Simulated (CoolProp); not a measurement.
Properties of 1-butene along the isotherm 354.8 K.

Values from CoolProp's reference Helmholtz-energy equation of state, Lemmon 2005. It is a short technical equation, of lower accuracy than the large ones.

| p (MPa) | phase | density (kg/m³) | cv (kJ/(kg K)) | isothermal compressibility (1/MPa) |
|---|---|---|---|---|
| 0.0317 | gas | 0.6058 | 1.594 | 31.70 |
| 0.0512 | gas | 0.9813 | 1.595 | 19.68 |
| 0.0827 | gas | 1.593 | 1.598 | 12.25 |
| 0.134 | gas | 2.601 | 1.602 | 7.620 |
| 0.216 | gas | 4.249 | 1.610 | 4.793 |
| 0.349 | gas | 7.020 | 1.622 | 3.039 |
| 0.563 | gas | 11.78 | 1.643 | 1.970 |
| 0.91 | gas | 20.52 | 1.685 | 1.341 |
| 1.47 | liquid | 508.0 | 1.765 | 0.009121 |
| 2.37 | liquid | 512.0 | 1.764 | 0.008350 |
| 3.84 | liquid | 517.9 | 1.761 | 0.007363 |
| 6.2 | liquid | 526.2 | 1.759 | 0.006227 |
| 10 | liquid | 537.5 | 1.758 | 0.005032 |
